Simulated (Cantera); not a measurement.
What does this Cantera script print?

```python
import numpy as np
import cantera as ct

gas_names = """
    H HO2 H2 H2O H2O2 O OH O2 O3 Si SiH SiH2 SiH3 SiH4 SiO SiO2 Si2 Si3
""".split()
cond_names = """
    H2O(s) H2O(L) Si(cr) Si(L) SiO2(Lqz) SiO2(hqz) SiO2(L)
""".split()


# ... load() reads the species with a 1 bar reference pressure and builds the phases ...
atoms = {
    'Si2H6': {'Si': 2, 'H': 6},
    'H2O': {'H': 2, 'O': 1},
}
top_T = {}  # K; cautious upper limits of use, not melting points


# ... equilibrate(T, P, feed) seeds the gas with the atoms and calls Mixture.equilibrate('TP', solver="vcs", rtol=1e-11, max_steps=5000) ...
results = []
feed = {'Si2H6': 1, 'H2O': 0.11}  # mol
P = 10000  # Pa
for T in [925, 1000, 1075, 1150, 1225, 1300, 1375, 1450, 1525, 1600, 1675, 1750, 1825]:
    mix = equilibrate(T, P, feed)
    results.append((T, P, feed, dict(zip(mix.species_names, mix.species_moles))))
    x = sorted(zip(gas.X, gas.species_names), reverse=True)
    print(f"T = {T:g} K  P = {P:g} Pa  gas = {mix.phase_moles(0):.4g} mol")
    print("   x: " + "  ".join(f"{s} {v:.3e}" for v, s in x if v > 0.0001))
    print("   condensed (mol): " + ("  ".join(f"{mix.phase(i).name} {mix.phase_moles(i):.4g}"
          for i in range(1, mix.n_phases) if mix.phase_moles(i) > 1e-12) or "none"))
```

It prints:

```
T = 925 K  P = 10000 Pa  gas = 3.11 mol
   x: H2 1.000e+00
   condensed (mol): Si(cr) 1.945  SiO2(hqz) 0.055
T = 1000 K  P = 10000 Pa  gas = 3.11 mol
   x: H2 1.000e+00
   condensed (mol): Si(cr) 1.945  SiO2(hqz) 0.055
T = 1075 K  P = 10000 Pa  gas = 3.11 mol
   x: H2 1.000e+00
   condensed (mol): Si(cr) 1.945  SiO2(hqz) 0.055
T = 1150 K  P = 10000 Pa  gas = 3.11 mol
   x: H2 1.000e+00
   condensed (mol): Si(cr) 1.945  SiO2(hqz) 0.055
T = 1225 K  P = 10000 Pa  gas = 3.11 mol
   x: H2 1.000e+00
   condensed (mol): Si(cr) 1.945  SiO2(hqz) 0.05498
T = 1300 K  P = 10000 Pa  gas = 3.11 mol
   x: H2 9.999e-01
   condensed (mol): Si(cr) 1.945  SiO2(hqz) 0.05488
T = 1375 K  P = 10000 Pa  gas = 3.111 mol
   x: H2 9.996e-01  SiO 4.297e-04
   condensed (mol): Si(cr) 1.944  SiO2(hqz) 0.05433
T = 1450 K  P = 10000 Pa  gas = 3.116 mol
   x: H2 9.979e-01  SiO 2.018e-03
   condensed (mol): Si(cr) 1.942  SiO2(hqz) 0.05185
T = 1525 K  P = 10000 Pa  gas = 3.136 mol
   x: H2 9.918e-01  SiO 8.105e-03
   condensed (mol): Si(cr) 1.932  SiO2(hqz) 0.04229
T = 1600 K  P = 10000 Pa  gas = 3.201 mol
   x: H2 9.714e-01  SiO 2.846e-02  H 1.694e-04
   condensed (mol): Si(cr) 1.899  SiO2(hqz) 0.009431
T = 1675 K  P = 10000 Pa  gas = 3.221 mol
   x: H2 9.655e-01  SiO 3.415e-02  H 3.608e-04
   condensed (mol): Si(cr) 1.89
T = 1750 K  P = 10000 Pa  gas = 3.221 mol
   x: H2 9.651e-01  SiO 3.414e-02  H 7.225e-04
   condensed (mol): Si(L) 1.89
T = 1825 K  P = 10000 Pa  gas = 3.222 mol
   x: H2 9.644e-01  SiO 3.413e-02  H 1.368e-03
   condensed (mol): Si(L) 1.89
```

Equilibrium computed with Cantera from the NASA thermochemical tables; the gas is ideal and each condensed phase is pure. The feed counts by its element totals alone. Mutual solubility and eutectic melting of coexisting phases are not modelled. The tables hold silica as quartz up to 1696 K and as liquid above; real silica turns to tridymite and cristobalite and melts near 1996 K. Gases not in the tables: Si2H6 and higher silanes.
